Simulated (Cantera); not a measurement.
A freely propagating, adiabatic, planar premixed flame of H₂ : O₂ : N₂ = 1 : 0.556 : 2.22 (molar parts), equivalence ratio 0.90, unburnt at 400 K and 1.88 atm; mixture-averaged transport, grid criteria slope 0.08 and curve 0.16, no radiation.

Detailed kinetics in Cantera: the H2/O2 subset of GRI-Mech 3.0, which has no nitrogen chemistry. Burning velocities carry a grid error of a few per cent, more on coarse grids.

x: mole fraction of selected species; z is measured from the peak of heat release.

```json
[
 {"z (mm)": "-0.517", "T (K)": "400", "u (m/s)": "2.88", "x H₂": "0.265", "x O₂": "0.147", "x H₂O₂": "<1e-8", "x O": "<1e-8", "x HO₂": "<1e-8", "x H₂O": "<1e-8"},
 {"z (mm)": "-0.345", "T (K)": "400", "u (m/s)": "2.88", "x H₂": "0.265", "x O₂": "0.147", "x H₂O₂": "<1e-8", "x O": "<1e-8", "x HO₂": "<1e-8", "x H₂O": "1.54e-8"},
 {"z (mm)": "-0.259", "T (K)": "400", "u (m/s)": "2.88", "x H₂": "0.265", "x O₂": "0.147", "x H₂O₂": "<1e-8", "x O": "<1e-8", "x HO₂": "1.13e-8", "x H₂O": "1.79e-7"},
 {"z (mm)": "-0.172", "T (K)": "400", "u (m/s)": "2.88", "x H₂": "0.263", "x O₂": "0.148", "x H₂O₂": "4.07e-8", "x O": "1.65e-8", "x HO₂": "4.09e-7", "x H₂O": "5.14e-6"},
 {"z (mm)": "-0.0862", "T (K)": "428", "u (m/s)": "3.03", "x H₂": "0.248", "x O₂": "0.150", "x H₂O₂": "1.32e-5", "x O": "1.91e-6", "x HO₂": "0.000131", "x H₂O": "0.00109"},
 {"z (mm)": "-0.0431", "T (K)": "(withheld)", "u (m/s)": "4.69", "x H₂": "0.205", "x O₂": "0.146", "x H₂O₂": "9.12e-5", "x O": "0.000141", "x HO₂": "0.000532", "x H₂O": "0.0240"},
 {"z (mm)": "0", "T (K)": "(withheld)", "u (m/s)": "7.60", "x H₂": "0.132", "x O₂": "0.115", "x H₂O₂": "2.71e-5", "x O": "0.00233", "x HO₂": "0.000209", "x H₂O": "0.0971"},
 {"z (mm)": "0.0431", "T (K)": "(withheld)", "u (m/s)": "9.70", "x H₂": "0.0658", "x O₂": "0.0690", "x H₂O₂": "5.77e-6", "x O": "0.00678", "x HO₂": "9.90e-5", "x H₂O": "0.181"},
 {"z (mm)": "0.0862", "T (K)": "(withheld)", "u (m/s)": "10.8", "x H₂": "0.0377", "x O₂": "0.0442", "x H₂O₂": "3.07e-6", "x O": "0.00859", "x HO₂": "5.47e-5", "x H₂O": "0.222"},
 {"z (mm)": "0.172", "T (K)": "1846", "u (m/s)": "11.9", "x H₂": "0.0270", "x O₂": "0.0329", "x H₂O₂": "1.54e-6", "x O": "0.00776", "x HO₂": "3.16e-5", "x H₂O": "0.243"},
 {"z (mm)": "0.345", "T (K)": "2005", "u (m/s)": "12.8", "x H₂": "0.0219", "x O₂": "0.0282", "x H₂O₂": "8.45e-7", "x O": "0.00539", "x HO₂": "1.92e-5", "x H₂O": "0.257"},
 {"z (mm)": "0.689", "T (K)": "2132", "u (m/s)": "13.5", "x H₂": "0.0158", "x O₂": "0.0246", "x H₂O₂": "5.43e-7", "x O": "0.00327", "x HO₂": "1.10e-5", "x H₂O": "0.270"},
 {"z (mm)": "1.38", "T (K)": "2223", "u (m/s)": "14.0", "x H₂": "0.0100", "x O₂": "0.0220", "x H₂O₂": "3.83e-7", "x O": "0.00179", "x HO₂": "6.21e-6", "x H₂O": "0.281"}
]
```

Question: Some entries are withheld; supply them.

Answer: 
- -0.0431, T (K): 689
- 0, T (K): 1150
- 0.0431, T (K): 1484
- 0.0862, T (K): 1668
